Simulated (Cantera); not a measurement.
Gas mixture: N2O = 0.63 (molar parts), at 4.93 atm, frozen composition.

Cantera's kinetic-theory transport with the Lennard-Jones parameters of GRI-Mech 3.0, ideal gas; thermal conductivity in the mixture-averaged form. The composition is frozen, though it would react at the higher temperatures.

D: mixture-averaged diffusion coefficient of that species in the mixture.

| T (K) | ρ (kg/m³) | cp (J/kg/K) | μ (µPa s) | λ (mW/m/K) | Pr | D (cm²/s) H | D (cm²/s) C2H2 | D (cm²/s) CH3 |
|---|---|---|---|---|---|---|---|---|
| 400 | 6.62 | 970.3 | … | 25.5 | 0.741 | 0.336 | 0.0426 | 0.0593 |
| 650 | 4.07 | 1127 | … | 44.4 | 0.739 | 0.799 | 0.103 | 0.141 |
| 900 | 2.94 | 1227 | … | 61.5 | 0.740 | 1.40 | 0.182 | 0.247 |
| 1150 | 2.30 | 1285 | … | 77.1 | 0.736 | 2.13 | 0.277 | 0.374 |
| 1400 | 1.89 | 1327 | … | 91.4 | 0.733 | 2.96 | 0.386 | 0.521 |
| 1650 | 1.60 | 1359 | … | 105 | 0.732 | 3.90 | 0.509 | 0.686 |
| 1900 | 1.39 | 1384 | … | 117 | 0.732 | 4.93 | 0.645 | 0.869 |

Some entries are withheld; supply them.


- 400, μ (µPa s): 19.5
- 650, μ (µPa s): 29.1
- 900, μ (µPa s): 37.1
- 1150, μ (µPa s): 44.1
- 1400, μ (µPa s): 50.5
- 1650, μ (µPa s): 56.4
- 1900, μ (µPa s): 61.9
